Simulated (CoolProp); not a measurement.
A Linde-Hampson liquefier for dry air: isothermal reversible compression at 200 K from 1 atm to 40 MPa, throttling to 1 atm, return gas leaving the recuperator 10 K below the feed. Each further row changes one setting.

Values from CoolProp's reference Helmholtz-energy equation of state, Lemmon 2000. It is a pseudo-pure fit of the blend.

```tsv
case	liquid yield per pass	compression work (kJ/kg of gas)
as stated	?	323
high pressure 80 MPa	?	?
warm-end temperature 230 K	?	?
warm-end gap 15 K	?	323
```

**Question.** Complete the blanks.

**Answer.** 
- as stated, liquid yield per pass: 0.258
- high pressure 80 MPa, liquid yield per pass: 0.196
- high pressure 80 MPa, compression work (kJ/kg of gas): 385
- warm-end temperature 230 K, liquid yield per pass: 0.187
- warm-end temperature 230 K, compression work (kJ/kg of gas): 384
- warm-end gap 15 K, liquid yield per pass: 0.245
